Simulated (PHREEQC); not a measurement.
1 kg of water holding 0.24 mol KOH and 0.074 mol K2CO3 meets 20 L of dry gas (H2 0.5, N2 0.5 by moles) at fixed total pressure, at 60 °C; fugacities by Peng-Robinson. The gases take part in no redox reaction, some water evaporates into the gas, and hydrates or a liquid gas phase aren't modelled. Precipitation was switched off in this run.

Model: ion-association model, phreeqc.dat, run in PHREEQC.

| P (atm) | dissolved H2 (mol/kgw) | φ of H2 | p of H2 (atm) |
|---|---|---|---|
| 2 | 0.000589 | 1.001 | 0.902 |
| 5 | 0.00156 | … | 2.40 |
| 10 | 0.00318 | 1.003 | 4.90 |
| 20 | 0.00637 | … | 9.90 |
| 30 | 0.00952 | … | 14.9 |
| 40 | 0.0126 | 1.013 | 19.9 |
| 75 | 0.0232 | … | 37.4 |
| 100 | 0.0304 | 1.035 | 49.9 |
| 150 | 0.0441 | … | 74.8 |
| 200 | 0.0569 | 1.075 | 99.8 |
| 300 | 0.0803 | 1.121 | 150 |
| 400 | 0.101 | 1.171 | 200 |

Problem. What belongs in the gaps?

Solution. 
- 5, φ of H2: 1.002
- 20, φ of H2: 1.006
- 30, φ of H2: 1.010
- 75, φ of H2: 1.026
- 150, φ of H2: 1.055

Constants without temperature data keep their 25 °C values here.
